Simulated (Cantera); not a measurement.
Charge: 1 mol Al, 2.3 mol N2, 460 mol H2, equilibrated at 1.00 bar.

Cantera equilibrium calculation (NASA polynomials, part measured and part estimated; ideal gas, pure solids and liquids). Candidate condensed phases: Al, AlN; 13 gas species. Equilibrium is a limit: real reactors are often held back by kinetics, nucleation or transport.

x: gas mole fraction; n: condensed amount in mol.

```tsv
T (K)	x H2	x H	x N2	x Al	n AlN(s)
1400	0.996	4.85e-6	0.00390	2.57e-11	1.00
1500	0.996	1.76e-5	0.00390	9.91e-10	1.000
1600	0.996	5.43e-5	0.00390	2.40e-8	1.000
1700	0.996	0.000147	0.00390	3.99e-7	1.000
1800	0.996	0.000357	0.00390	4.81e-6	0.997
1900	0.995	___	0.00393	___	0.972
2000	0.994	___	0.00410	___	___
2100	0.990	0.00310	0.00496	0.00176	0
2200	0.987	0.00560	0.00495	0.00181	0
```

Problem. What belongs in the gaps?

Solution. 
- 2000, x H: 0.00162
- 2000, x Al: 0.000321
- 2000, n AlN(s): 0.810
- 1900, x H: 0.000792
- 1900, x Al: 4.44e-5
